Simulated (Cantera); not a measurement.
**Thermodynamics of silicon epitaxy and polysilicon growth, feed SiH2Cl2 + HCl + H2**

A closed system holds: 1 mol SiH2Cl2, 0.055 mol HCl, 16 mol H2, at 7.50 Torr.

Cantera equilibrium calculation (NASA polynomials, part measured and part estimated; ideal gas, pure solids and liquids). Candidate condensed phases: Si; 19 gas species. The tables' values for SiCl3, SiCl are old estimates; treat these amounts as uncertain. Gases not in the tables: Si2H6 and higher silanes. Rates play no part.

```json
[
 {"T (°C)": "575", "x H2": "0.965", "x HCl": "0.00565", "x SiCl4": "0.0229", "x SiCl2": "3.92e-5", "x SiHCl3": "0.00635", "n Si(s)": "0.481", "n Si(l)": "0"},
 {"T (°C)": "650", "x H2": "0.960", "x HCl": "0.0125", "x SiCl4": "0.0213", "x SiCl2": "0.000235", "x SiHCl3": "0.00581", "n Si(s)": "0.511", "n Si(l)": "0"},
 {"T (°C)": "725", "x H2": "0.951", "x HCl": "0.0239", "x SiCl4": "0.0182", "x SiCl2": "0.00102", "x SiHCl3": "0.00500", "n Si(s)": "0.556", "n Si(l)": "0"},
 {"T (°C)": "800", "x H2": "0.938", "x HCl": "0.0397", "x SiCl4": "0.0132", "x SiCl2": "0.00328", "x SiHCl3": "0.00382", "n Si(s)": "0.608", "n Si(l)": "0"},
 {"T (°C)": "875", "x H2": "0.924", "x HCl": "0.0567", "x SiCl4": "0.00725", "x SiCl2": "0.00764", "x SiHCl3": "0.00237", "n Si(s)": "0.650", "n Si(l)": "0"},
 {"T (°C)": "950", "x H2": "0.913", "x HCl": "0.0688", "x SiCl4": "0.00267", "x SiCl2": "0.0126", "x SiHCl3": "0.00109", "n Si(s)": "0.667", "n Si(l)": "0"},
 {"T (°C)": "1025", "x H2": "0.908", "x HCl": "0.0738", "x SiCl4": "0.000728", "x SiCl2": "0.0159", "x SiHCl3": "0.000404", "n Si(s)": "0.666", "n Si(l)": "0"},
 {"T (°C)": "1100", "x H2": "0.906", "x HCl": "0.0747", "x SiCl4": "0.000188", "x SiCl2": "0.0177", "x SiHCl3": "0.000144", "n Si(s)": "0.659", "n Si(l)": "0"},
 {"T (°C)": "1175", "x H2": "0.906", "x HCl": "0.0743", "x SiCl4": "5.23e-5", "x SiCl2": "0.0188", "x SiHCl3": "5.45e-5", "n Si(s)": "0.650", "n Si(l)": "0"},
 {"T (°C)": "1250", "x H2": "0.906", "x HCl": "0.0736", "x SiCl4": "1.62e-5", "x SiCl2": "0.0195", "x SiHCl3": "2.24e-5", "n Si(s)": "0.640", "n Si(l)": "0"},
 {"T (°C)": "1325", "x H2": "0.906", "x HCl": "0.0728", "x SiCl4": "5.55e-6", "x SiCl2": "0.0201", "x SiHCl3": "9.91e-6", "n Si(s)": "0.632", "n Si(l)": "0"},
 {"T (°C)": "1400", "x H2": "0.906", "x HCl": "0.0720", "x SiCl4": "2.09e-6", "x SiCl2": "0.0206", "x SiHCl3": "4.72e-6", "n Si(s)": "0.623", "n Si(l)": "0"},
 {"T (°C)": "1475", "x H2": "0.904", "x HCl": "0.0734", "x SiCl4": "8.61e-7", "x SiCl2": "0.0199", "x SiHCl3": "2.33e-6", "n Si(s)": "0", "n Si(l)": "0.634"}
]
```
x: gas mole fraction; n: condensed amount in mol.

From 575 °C to 1400 °C the condensed part is Si(s). At 1475 °C the condensed part is Si(l). The main Si-bearing gas is SiCl4 at 575 °C and SiCl2 at 1475 °C. The share of Si in condensed phases is highest at 950 °C (66.7 %) and lowest at 575 °C (48.1 %).
